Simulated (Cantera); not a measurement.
Ignition delay

Mixture: CH4 : O2 : N2 = 1 : 1.25 : 6 (molar parts), at 20300 Torr, adiabatic and at constant pressure. Ignition delay is the time to a rise of 400 K.

Detailed kinetics in Cantera: GRI-Mech 3.0 (53 species, 325 reactions). The pressure lies above the range GRI-Mech 3.0 was tuned for (to about 10 atm).

```
T0 (K)  delay (ms)
------  ----------
1025          26.1
1075          11.9
1125          5.94
1175          3.16
1225          1.76
1275          1.02
1325         0.608
1375         0.371
```

* **apparent activation energy between 1275 and 1375 K**: 150 kJ/mol
